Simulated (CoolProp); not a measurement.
The fluid at 312.25 K and 0.779 MPa is throttled through a valve to 0.488 MPa with no heat exchange. The same conditions are run with several fluids, on thermodynamics alone (safety and materials aside).

The numbers come from the reference Helmholtz-energy equation of state of each fluid (octamethylcyclotetrasiloxane (D4): Thol 2015; trans-2-butene: Lemmon 2005; cis-2-butene: Lemmon 2005; isohexane: Lemmon 2006; dodecamethylcyclohexasiloxane (D6): Colonna 2008) in CoolProp.

```json
[
 {"fluid": "octamethylcyclotetrasiloxane (D4)", "final density (kg/m³)": "___"},
 {"fluid": "trans-2-butene", "final density (kg/m³)": "___"},
 {"fluid": "cis-2-butene", "final density (kg/m³)": "___"},
 {"fluid": "isohexane", "final density (kg/m³)": "___"},
 {"fluid": "dodecamethylcyclohexasiloxane (D6)", "final density (kg/m³)": "___"}
]
```

### Question
What belongs in the gaps?

### Answer

- octamethylcyclotetrasiloxane (D4), final density (kg/m³): 935
- trans-2-butene, final density (kg/m³): 581
- cis-2-butene, final density (kg/m³): 598
- isohexane, final density (kg/m³): 636
- dodecamethylcyclohexasiloxane (D6), final density (kg/m³): 954
